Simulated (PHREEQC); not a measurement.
**Reverse-osmosis reject: an equilibrium model**

Model water analysis in mg/kgw, 51 °C, pH 6.39:

```
constituent         mg/kgw
------------------  ------
Na                    2480
K                      173
Ca                     340
Mg                    62.6
Cl                    4620
S(6) as SO4            155
Alkalinity as HCO3    8.19
Si as SiO2            86.7
```

Cl is adjusted to close the charge balance.
Valence states are taken as typed.

Model: Pitzer model, pitzer.dat, run in PHREEQC.

| Quantity | Value |
|---|---|
| ionic strength | 0.147 mol/kgw |
| specific conductance | 22500 µS/cm |
| density | 0.993 g/cm³ |
| osmotic coefficient | 0.915 |

| species | molality | activity | log γ |
|---|---|---|---|
| Cl- | 0.131 | 0.0961 | -0.135 |
| Na+ | 0.108 | 0.0818 | -0.120 |
| Ca+2 | 0.00848 | 0.00258 | -0.517 |
| K+ | 0.00443 | 0.00329 | -0.129 |
| Mg+2 | 0.00258 | 0.000834 | -0.490 |
| SO4-2 | 0.00161 | 0.000350 | -0.664 |
| H4SiO4 | 0.00144 | 0.00146 | 0.007 |
| HCO3- | 0.000133 | 0.000107 | -0.095 |
| CO2 | 8.05e-5 | 8.23e-5 | 0.009 |
| H3SiO4- | 1.70e-6 | 1.14e-6 | -0.173 |
| H+ | 5.24e-7 | 4.07e-7 | -0.109 |
| OH- | 2.05e-7 | 1.42e-7 | -0.159 |
| CO3-2 | 7.14e-8 | 1.73e-8 | -0.617 |
| HSO4- | 3.89e-8 | 2.88e-8 | -0.130 |

No solid was allowed to form. Constants without temperature data keep their 25 °C values here.
